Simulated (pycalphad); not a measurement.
Source of the numbers: pycalphad with the COST 507 light-alloy database (1999); pressure 1 atm. These are 1990s assessments: newer ones move some temperatures and phases. Kinetics are ignored, which matters at the lower temperatures.

# Ti-6.93Hf-0.48B (at.%): equilibrium cooling sequence

| T (°C) | phases above | phases below |
|---|---|---|
| 1645.7 | liquid | bcc + liquid |
| 1542.2 | bcc + liquid | bcc + BM |
| 837.5 | bcc + BM | bcc + BM + hcp |
| 829.2 | bcc + BM + hcp | BM + hcp |

Changes were sought between steps of 100 K, so a narrower field can be missed.

Database names, with the compositions (at.%) that they take in these runs: BM: Ti 49 B 50 Hf 0.
